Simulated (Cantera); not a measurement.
Input: 1 mol Si3N4, 0.0057 mol H2O, 2.2 mol N2, 0.00022 mol O2, held at 0.0293 Torr.

These are equilibrium values from Cantera (NASA tables, ideal gas, pure condensed phases), not measurements of a reactor. Candidate condensed phases: H2O, Si, SiO2, Si2N2O, Si3N4; 35 gas species. Mutual solubility and eutectic melting of coexisting phases are not modelled. Kinetics and transport are ignored.

Question: At 1300 K, list the 3 most abundant gas species with their mole fractions, and the condensed phases.

Answer: N2 0.997, H2 0.00258, SiO 1.87e-5. Condensed: Si2N2O(s) + Si3N4(s).
